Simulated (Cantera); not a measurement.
**Ignition delay**

Mixture: CH4 : C2H6 : O2 : N2 = 1 : 0.035 : 3.42 : 17.1 (molar parts), at 0.602 atm, adiabatic and at constant pressure. Ignition delay is the time to a rise of 400 K.

Cantera simulation using GRI-Mech 3.0 (53 species, 325 reactions); the numbers are that mechanism's predictions, not measurements.

```
T0 (K)  delay (ms)
------  ----------
1175          38.8
1250          14.0
1325          5.28
1400          2.13
1475         0.942
1550         0.467
1625         0.260
1700         0.159
1775         0.106
```

```yaml
apparent activation energy between 1625 and 1775 K: 140 kJ/mol
```
